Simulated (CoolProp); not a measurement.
Vapour-liquid equilibrium of toluene (1) + m-xylene (2) at 50.45 °C; x and y are mole fractions of (1).

Values from CoolProp's multi-fluid Helmholtz-energy mixture model, Lemmon 2006 and Zhou 2012; pair parameters Bell 2016.

| x | bubble pressure (MPa) | y at the bubble point | dew pressure at overall composition x (MPa) | liquid density (mol/L) |
|---|---|---|---|---|
| 0.05 | 0.004706 | 0.142 | 0.004401 | 7.944 |
| 0.2 | 0.006114 | 0.444 | (withheld) | 8.105 |
| 0.35 | 0.007499 | 0.630 | 0.005592 | 8.273 |
| 0.5 | 0.008797 | 0.754 | (withheld) | 8.447 |
| 0.65 | 0.009989 | 0.843 | 0.007684 | 8.630 |
| 0.8 | 0.01110 | 0.914 | 0.009390 | 8.823 |
| 0.95 | 0.01217 | 0.979 | (withheld) | 9.027 |

**Question.** Complete the blanks.

**Answer.** 
- 0.2, dew pressure at overall composition x (MPa): 0.004924
- 0.5, dew pressure at overall composition x (MPa): 0.006475
- 0.95, dew pressure at overall composition x (MPa): 0.01169

No azeotrope shows between x = 0.05 and 0.95.

The pair parameters rest on a limited set of measurements; away from them the model extrapolates.
